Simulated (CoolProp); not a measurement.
The numbers come from the reference Helmholtz-energy equation of state, Gao 2020 in CoolProp.

Q: Give the vapour pressure (bar), enthalpy of vaporisation (kJ/kg), liquid cp (kJ/(kg K)) of saturated ammonia at 344.1 K.

A: 
```csv
T (K),p (bar),enthalpy of vaporisation (kJ/kg),liquid cp (kJ/(kg K))
344.1,33.9,933,5.50
```
